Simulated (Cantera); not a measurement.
MgO + F₂ + H₂ (oxide etching and cleaning by halides)

Feed: 1 mol MgO, 8.9 mol F₂, a varied amount of H₂, held at 2.80 Pa.

Equilibrium computed with Cantera from the NASA thermochemical tables; the gas is ideal and each condensed phase is pure. Candidate condensed phases: H₂O, Mg, MgF₂, MgO, Mg(OH)₂; 31 gas species. Mutual solubility and eutectic melting of coexisting phases are not modelled. The numbers say what is thermodynamically allowed, not how fast it happens.

Q: Map the stable condensed phases over T = 675, 775, 875, 975, 1075, 1175, 1275, 1375, 1475, 1575, 1675 K and n(H₂) in mol = 3.2, 4.9, 6.6, 8.3, 10, 12, 13, 15, 17.

A: 
```
T in K \ n(H₂) in mol
         3.2 4.9 6.6 8.3  10  12  13  15  17
   1675    A   A   A   A   B   B   A   A   A
   1575    A   A   A   B   B   B   B   B   B
   1475    A   A   A   B   B   B   B   B   B
   1375    A   A   A   B   B   B   B   B   B
   1275    C   C   C   D   B   B   B   B   B
   1175    C   C   C   C   D   D   D   D   D
   1075    C   C   C   C   C   C   C   C   C
    975    C   C   C   C   C   C   C   C   C
    875    C   C   C   C   C   C   C   C   C
    775    C   C   C   C   C   C   C   C   C
    675    C   C   C   C   C   C   C   C   C
```
A: gas only; B: MgO; C: MgF₂; D: MgF₂ + MgO.
